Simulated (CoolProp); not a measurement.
A Linde-Hampson liquefier for dry air: isothermal reversible compression at 200 K from 1 atm to 15 MPa, throttling to 1 atm, return gas leaving the recuperator 2 K below the feed. Each further row changes one setting.

Values from CoolProp's reference Helmholtz-energy equation of state, Lemmon 2000. It is a pseudo-pure fit of the blend.

| case | liquid yield per pass | compression work (kJ/kg of gas) |
|---|---|---|
| as stated | ? | 270 |
| high pressure 30 MPa | 0.274 | ? |
| warm-end temperature 230 K | ? | ? |
| warm-end gap 7 K | 0.199 | 270 |

Complete the blanks.


- as stated, liquid yield per pass: 0.212
- high pressure 30 MPa, compression work (kJ/kg of gas): 305
- warm-end temperature 230 K, liquid yield per pass: 0.139
- warm-end temperature 230 K, compression work (kJ/kg of gas): 320
